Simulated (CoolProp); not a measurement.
Vapour-liquid equilibrium of 1-butene (1) + acetone (2) at 0.165 MPa; x and y are mole fractions of (1).

Values from CoolProp's multi-fluid Helmholtz-energy mixture model, Lemmon 2005 and Lemmon 2006; pair parameters Bell 2016.

```
x      bubble temperature, mixture model (°C)  bubble temperature, Raoult's law (°C)  y, mixture model  y, Raoult's law
-----  --------------------------------------  -------------------------------------  ----------------  ---------------
0.05                                     54.7                                   63.6             0.427            0.251
0.125                                    37.9                                   54.0             0.706            0.499
0.2                                      28.0                                   46.2             0.814            0.654
0.275                                    22.0                                   39.6             0.863            0.755
0.35                                      [?]                                   34.1             0.889            0.823
0.425                                     [?]                                   29.3             0.905            0.871
0.5                                      14.4                                   25.2               [?]            0.906
0.575                                    13.2                                   21.6             0.924            0.932
0.65                                     12.2                                   18.3             0.931            0.951
0.725                                    11.2                                   15.4             0.939            0.967
0.8                                      10.2                                   12.8             0.950            0.979
0.875                                     9.1                                   10.4             0.963            0.988
0.95                                      [?]                                    8.3             0.982            0.996
```

**Question.** Fill in the missing entries.

**Answer.** 
- 0.35, bubble temperature, mixture model (°C): 18.4
- 0.425, bubble temperature, mixture model (°C): 16.0
- 0.5, y, mixture model: 0.915
- 0.95, bubble temperature, mixture model (°C): 7.8

The largest gap from Raoult's law is -18.2 K in bubble temperature, at x = 0.2. No azeotrope shows between x = 0.05 and 0.95.

Pair parameters are fitted to limited data, so mixtures are less certain than the pure fluids. With so large a gap from Raoult's law the liquid may split in two, which this calculation doesn't test in full.
